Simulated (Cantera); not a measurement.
Input: 1 mol B2O3, 0.95 mol NF3, 47 mol H2, at 293 Torr.

These are equilibrium values from Cantera (NASA tables, ideal gas, pure condensed phases), not measurements of a reactor. Candidate condensed phases: B, BN, B2O3, B3O3H3, H2O; 62 gas species. The tables' values for BF2 are old estimates; treat these amounts as uncertain. Gases not in the tables: H3BO3. Kinetics and transport are ignored. All values below are at 1575 K.

Base state: H2 0.914, BOF 0.0304, HF 0.0218, H2O 0.0144, N2 0.00954, HBO2 0.00707, BF3 0.00146, HBO 0.000382 (mole fractions); condensed: gas only.

**Question.** What changes in the equilibrium state with this change: H2 from 47 to 3.3 mol?

**Answer.** 
```tsv
species	before	after
H2	0.914	0.346
HF	0.0218	0.215
H2O	0.0144	0.142
BF3	0.00146	0.0557
N2	0.00954	0.0876
HBO2	0.00707	0.0274
BOF	0.0304	0.118
(HBO2)3	2.20e-6	0.000128
B3O3F3	0.000146	0.00852
B2O3(l), mol	0	0.383
```
